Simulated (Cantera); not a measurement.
A closed system holds: 1 mol SiCl4, a varied amount of NH3, 14 mol H2, at 41.0 mbar.

Method: chemical equilibrium by Gibbs-energy minimisation in Cantera with the NASA 1993 tables (ideal gas, pure condensed phases). Candidate condensed phases: NH4Cl, Si, Si3N4; 28 gas species. Mutual solubility and eutectic melting of coexisting phases are not modelled. The tables' values for SiCl3 are old estimates. Kinetics and transport are ignored.

Stable condensed phases, one row left out:

```
T in °C \ n(NH3) in mol
         0.29 0.46 0.71  1.1  1.7  2.7  4.3  6.7   10   16
   1600     A    A    A    A    A    A    A    A    A    A
   1575     A    A    A    A    A    A    A    A    A    A
   1550     A    A    A    A    A    A    A    A    A    A
   1525     A    A    A    A    A    A    A    A    A    A
   1500     A    A    A    A    A    A    A    A    B    C
   1475     A    A    A    A    A    A    A    C    C    C
   1450     D    D    A    A    A    C    C    C    C    C
   1425     D    D    D    A    C    C    C    C    C    C
   1400     D    D    D    C    C    C    C    C    C    C
   1350     D    C    C    C    C    C    C    C    C    C
   1325     C    C    C    C    C    C    C    C    C    C
   1300     C    C    C    C    C    C    C    C    C    C
   1275     C    C    C    C    C    C    C    C    C    C
```

A: Si; B: Si + Si3N4; C: Si3N4; D: gas only.

Task: Give the row for 1375 °C.

Result: 0.29: gas only; 0.46: gas only; 0.71: Si3N4; 1.1: Si3N4; 1.7: Si3N4; 2.7: Si3N4; 4.3: Si3N4; 6.7: Si3N4; 10: Si3N4; 16: Si3N4.
